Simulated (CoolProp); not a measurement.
Hexamethyldisiloxane (MM) along the isobar 525 kPa: density (kg/m³) from the reference equation and from simpler models built on Tc = 245.6 °C, pc = 1931 kPa, ω = 0.418; each cubic takes its own stable root.

Computed with CoolProp (reference Helmholtz-energy equation of state, Thol 2016).

| T (°C) | phase | reference |
|---|---|---|
| 150.75 | liquid | 609.5 |
| 166.05 | liquid | 585.4 |
| 181.45 | gas | 27.52 |
| 196.75 | gas | 25.86 |
| 212.05 | gas | 24.47 |
| 227.45 | gas | 23.28 |
| 242.75 | gas | 22.25 |
| 258.15 | gas | 21.32 |
| 273.45 | gas | 20.50 |
| 288.75 | gas | 19.75 |

Problem. How far does each simpler model (van der Waals, Redlich-Kwong, Soave-Redlich-Kwong) lie from the reference over these 10 states: mean and median of the absolute difference, and the worst?

Solution. 
- van der Waals: mean 21.3 %, median 3.2 %, worst -95.4 % at 166.05 °C and 525 kPa
- Redlich-Kwong: mean 20.0 %, median 1.3 %, worst -95.2 % at 166.05 °C and 525 kPa
- Soave-Redlich-Kwong: mean 2.4 %, median 0.8 %, worst -9.4 % at 166.05 °C and 525 kPa

At some of these states van der Waals, Redlich-Kwong gives the other phase, because its saturation line lies elsewhere.
